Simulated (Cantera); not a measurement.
Ignition delay

Mixture: 8.06 % CH4, 14.7 % O2, 66.0 % N2, 11.3 % H2O, equivalence ratio 1.1, at 101000 Pa, adiabatic and at constant volume. Ignition delay is the time to a rise of 400 K.

Detailed kinetics in Cantera: GRI-Mech 3.0 (53 species, 325 reactions).

```
T0 (K)  delay (ms)
------  ----------
1150           141
1225          49.6
1300          18.5
1375          7.26
1450          2.98
1525          1.30
1600         0.613
```

```json
{
  "apparent activation energy between 1450 and 1600 K": "200 kJ/mol"
}
```
